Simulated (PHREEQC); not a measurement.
Dissolve 90 mmol/kgw HNO3, 14 mmol/kgw AlCl3 and 11.5 mmol/kgw KCl at 20 °C. It is in equilibrium with CO2 at log p = -3.4 (atm). Otherwise closed; pH follows from the charge balance.

The numbers come from PHREEQC with the ion-association model, phreeqc.dat.

This is a speciation only: nothing precipitates in the calculation.

### Question
Estimate the pH.

### Answer
pH 1.14.

Species that the database lacks are ignored.
